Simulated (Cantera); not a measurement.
Feed: 1 mol SiO2, 7.9 mol HF, 15 mol H2, held at 925 °C and 1.80e-5 bar.

Equilibrium computed with Cantera from the NASA thermochemical tables; the gas is ideal and each condensed phase is pure. The tables hold silica as quartz up to 1696 K and as liquid above; real silica turns to tridymite and cristobalite and melts near 1996 K. Kinetics and transport are ignored.

```
species               before     after
-------------------  -------  --------
H2                     0.657     0.858
HF                     0.334     0.139
H2O                  0.00618   0.00193
SiF4                 0.00309  0.000960
H                    3.64e-5   4.16e-5
SiO2(β-quartz), mol    0.929     0.983
```
Gas species are given as mole fractions.

**Question.** Which change was made?
A) temperature from 925 °C to 427 °C
B) HF from 7.9 to 2.5 mol
C) pressure from 1.80e-5 bar to 0.500 bar
D) temperature from 925 °C to 425 °C

**Answer.** B, HF from 7.9 to 2.5 mol
